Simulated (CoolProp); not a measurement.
The fluid at 443.26 K and 0.249 MPa is throttled through a valve to 0.129 MPa with no heat exchange. The same conditions are run with several fluids, on thermodynamics alone (safety and materials aside).

Model: reference Helmholtz-energy equation of state of each fluid (ethylene: Smukala 2000; fluoroethane (R161): Wu 2012; R152A: Outcalt 1996; R124: de Vries 1995; R22: Kamei 1995), in CoolProp.

| fluid | temperature change (K) | final density (kg/m³) |
|---|---|---|
| ethylene | ___ | ___ |
| fluoroethane (R161) | -0.8 | 1.69 |
| R152A | ___ | 2.33 |
| R124 | -0.8 | 4.83 |
| R22 | -0.8 | ___ |

**Question.** Fill in the missing entries.

**Answer.** 
- ethylene, temperature change (K): -0.4
- ethylene, final density (kg/m³): 0.985
- R152A, temperature change (K): -0.9
- R22, final density (kg/m³): 3.05
